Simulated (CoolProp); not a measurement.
Model: reference Helmholtz-energy equation of state, Span 2000, in CoolProp.

Q: For nitrogen, give the phase and the cv (kJ/(kg K)), Joule-Thomson coefficient (K/MPa), conductivity (mW/(m K)) at 123.8 K and 15600 kPa; 213.5 K and 15600 kPa; 285.3 K and 15600 kPa.

A: 
- 123.8 K and 15600 kPa: liquid; cv 0.939, Joule-Thomson coefficient -0.0899, conductivity 89.3
- 213.5 K and 15600 kPa: supercritical; cv 0.815, Joule-Thomson coefficient 1.48, conductivity 36.4
- 285.3 K and 15600 kPa: supercritical; cv 0.778, Joule-Thomson coefficient 1.08, conductivity 34.2

Thermal conductivity comes from a separate model (Lemmon 2004).
